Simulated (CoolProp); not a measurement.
A simple Rankine cycle with carbonyl sulfide: condensing at 327.15 K, boiler at 5.26 MPa, turbine inlet 517.5 K, turbine efficiency 0.9, pump efficiency 0.7, no recuperator. Each further row changes one setting.

The numbers come from the reference Helmholtz-energy equation of state, Lemmon 2006 in CoolProp. It is a short technical equation, of lower accuracy than the large ones.

```tsv
case	thermal efficiency (%)	net work (kJ/kg)	heat in (kJ/kg)	turbine exit temperature (K)	volume ratio over the turbine
as stated	10.2	36.8	361	453.0	1.92
turbine inlet 537.5 K	10.3	39.0	379	472.0	1.91
condensing temperature 319.15 K	12.1	44.9	372	439.9	2.22
boiler pressure 3.68 MPa	5.7	21.2	372	483.6	1.41
turbine efficiency 0.8	8.9	32.2	361	458.3	1.95
```
